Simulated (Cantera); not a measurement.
Feed: 1 mol Si, 1.1 mol HCl, 2.6 mol H2, equilibrated at 227 °C and 750 Torr.

These are equilibrium values from Cantera (NASA tables, ideal gas, pure condensed phases), not measurements of a reactor. Candidate condensed phases: Si; 19 gas species. The numbers say what is thermodynamically allowed, not how fast it happens.

Base state: H2 0.908, SiCl4 0.0496, SiHCl3 0.0413, SiH2Cl2 0.00118 (mole fractions); condensed: Si(s).

Q: What changes in the equilibrium state with this change: HCl from 1.1 to 2 mol?

A: 
```csv
species,before,after
H2,0.908,0.861
SiCl4,0.0496,0.0799
SiHCl3,0.0413,0.0576
SiH2Cl2,0.00118,0.00143
"Si(s), mol",0.688,0.439
```

Q: What changes in the equilibrium state with this change: temperature from 227 °C to 1025 °C?

A: 
| species | before | after |
|---|---|---|
| H2 | 0.908 | 0.862 |
| HCl | 1.73e-6 | 0.0597 |
| SiCl4 | 0.0496 | 0.0346 |
| SiHCl3 | 0.0413 | 0.0226 |
| SiCl2 | <1e-9 | 0.0110 |
| SiCl3 | 1.87e-9 | 0.00799 |
| SiH3Cl | 5.81e-6 | 5.35e-5 |
| SiH2Cl2 | 0.00118 | 0.00207 |
| Si(s), mol | 0.688 | 0.727 |
The tables' values for SiCl3 are old estimates; treat these amounts as uncertain.

Q: What changes in the equilibrium state with this change: pressure from 750 Torr to 2100 Torr?

A: 
```csv
species,before,after
H2,0.908,0.906
SiHCl3,0.0413,0.0487
SiCl4,0.0496,0.0439
SiH3Cl,5.81e-6,1.22e-5
SiH2Cl2,0.00118,0.00186
"Si(s), mol",0.688,0.681
```
